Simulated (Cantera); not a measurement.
Feed: 1 mol Si, a varied amount of F₂, 1.1 mol N₂, held at 177 °C and 100000 Pa.

Method: chemical equilibrium by Gibbs-energy minimisation in Cantera with the NASA 1993 tables (ideal gas, pure condensed phases). Candidate condensed phases: Si, Si₃N₄; 16 gas species. N₂ is the only nitrogen source here; it is nearly inert below about 1500 K, so the nitride shown seldom forms there in practice. Kinetics and transport are ignored.

Q: What share of the Si ends up in condensed phases as a function of n(F₂) (mol), at 0.52, 0.75, 1.1, 1.6, 2.3, 3.3, 4.7, 6.9, 10?

A: 
| n(F₂) (mol) | Si condensed (%) | as |
|---|---|---|
| 0.52 | 74.0 | Si₃N₄(s) |
| 0.75 | 62.5 | Si₃N₄(s) |
| 1.1 | 45.0 | Si₃N₄(s) |
| 1.6 | 20.0 | Si₃N₄(s) |
| 2.3 | 0.0 | - |
| 3.3 | 0.0 | - |
| 4.7 | 0.0 | - |
| 6.9 | 0.0 | - |
| 10 | 0.0 | - |
